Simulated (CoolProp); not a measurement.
Properties of carbon monoxide along the isobar 101 kPa.

The numbers come from the reference Helmholtz-energy equation of state, Lemmon 2006 in CoolProp. It is a short technical equation, of lower accuracy than the large ones.

```tsv
T (K)	phase	density (kg/m³)	expansivity (1/kK)
100.4	gas	3.465	10.62
109.8	gas	3.152	9.564
119.1	gas	2.896	8.727
128.5	gas	2.676	8.029
137.9	gas	2.489	7.440
147.2	gas	2.328	6.941
156.6	gas	2.186	6.503
165.9	gas	2.061	6.122
175.3	gas	1.949	5.782
184.7	gas	1.849	5.478
194	gas	1.759	5.208
203.4	gas	1.677	4.961
212.7	gas	1.603	4.739
222.1	gas	1.535	4.534
231.5	gas	1.472	4.347
```
